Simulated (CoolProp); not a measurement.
Dimethyl ether at 385.25 K and 5.98 MPa is throttled through a valve to 0.96 MPa with no heat exchange. Each further row changes one setting.

Model: reference Helmholtz-energy equation of state, Wu 2011, in CoolProp.

```tsv
case	temperature change (K)	final phase	final density (kg/m³)
as stated	[?]	two-phase, vapour fraction 0.525	[?]
outlet pressure 0.288 MPa	[?]	two-phase, vapour fraction 0.681	[?]
outlet pressure 1.25 MPa	[?]	[?]	[?]
```

Problem. Fill in the missing entries.

Solution. 
- as stated, temperature change (K): -69.1
- as stated, final density (kg/m³): 37.2
- outlet pressure 0.288 MPa, temperature change (K): -109.9
- outlet pressure 0.288 MPa, final density (kg/m³): 9.14
- outlet pressure 1.25 MPa, temperature change (K): -58.4
- outlet pressure 1.25 MPa, final phase: two-phase, vapour fraction 0.475
- outlet pressure 1.25 MPa, final density (kg/m³): 52.9
